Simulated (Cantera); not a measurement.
**Adiabatic ignition**

An adiabatic, constant-volume homogeneous reactor starts with 5.60 % CH4, 0.291 % C2H6, 10.2 % O2, 83.9 % N2, equivalence ratio 1.2, at 1100 K and 0.227 atm.

Computed with Cantera and GRI-Mech 3.0 (53 species, 325 reactions).

| t (s) | T (K) | P (bar) | x CH4 | x C2H6 | x O2 | x H2 | x NO | x O |
|---|---|---|---|---|---|---|---|---|
| 5.00e-6 | 1100 | 0.230 | 0.0560 | 0.00291 | 0.102 | <1e-12 | <1e-12 | <1e-12 |
| 1.37e-5 | 1100 | 0.230 | 0.0560 | 0.00291 | 0.102 | <1e-12 | <1e-12 | <1e-12 |
| 3.78e-5 | 1100 | 0.230 | 0.0560 | 0.00291 | 0.102 | 2.60e-12 | <1e-12 | <1e-12 |
| 0.000104 | 1100 | 0.230 | 0.0560 | 0.00291 | 0.102 | 1.73e-11 | <1e-12 | 1.75e-12 |
| 0.000285 | 1100 | 0.230 | 0.0560 | 0.00291 | 0.102 | 1.33e-10 | <1e-12 | 5.12e-12 |
| 0.000783 | 1100 | 0.230 | 0.0560 | 0.00291 | 0.102 | 1.03e-9 | <1e-12 | 1.44e-11 |
| 0.00215 | 1100 | 0.230 | 0.0560 | 0.00291 | 0.102 | 8.16e-9 | <1e-12 | 4.07e-11 |
| 0.00592 | 1100 | 0.230 | 0.0560 | 0.00291 | 0.102 | 7.53e-8 | <1e-12 | 1.31e-10 |
| 0.0163 | 1100 | 0.230 | 0.0560 | 0.00291 | 0.102 | 1.08e-6 | <1e-12 | 6.43e-10 |
| 0.0447 | 1100 | 0.230 | 0.0559 | 0.00289 | 0.102 | 1.62e-5 | <1e-12 | 2.37e-9 |
| 0.123 | 1102 | 0.230 | 0.0557 | 0.00282 | 0.102 | 0.000107 | <1e-12 | 4.63e-9 |
| 0.337 | 2329 | 0.499 | <1e-12 | <1e-12 | 0.000636 | 0.0145 | 0.000326 | 0.000218 |
| 0.927 | 2326 | 0.499 | <1e-12 | <1e-12 | 0.000559 | 0.0146 | 0.000874 | 0.000194 |
| 2.55 | 2326 | 0.499 | <1e-12 | <1e-12 | 0.000559 | 0.0146 | 0.000874 | 0.000194 |
| 7.00 | 2326 | 0.499 | <1e-12 | <1e-12 | 0.000559 | 0.0146 | 0.000874 | 0.000194 |
x: mole fraction; the columns are a selection and need not sum to one.

```
Item                                                                  Result
---------------------------------  -----------------------------------------
time of steepest temperature rise                                    0.316 s
temperature at 7.00 s                                                 2326 K
equilibrium temperature                                               2326 K
x(CH4) at 7.00 s                       <1e-12 (gas-phase equilibrium <1e-12)
x(C2H6) at 7.00 s                      <1e-12 (gas-phase equilibrium <1e-12)
x(O2) at 7.00 s                    0.000559 (gas-phase equilibrium 0.000559)
```
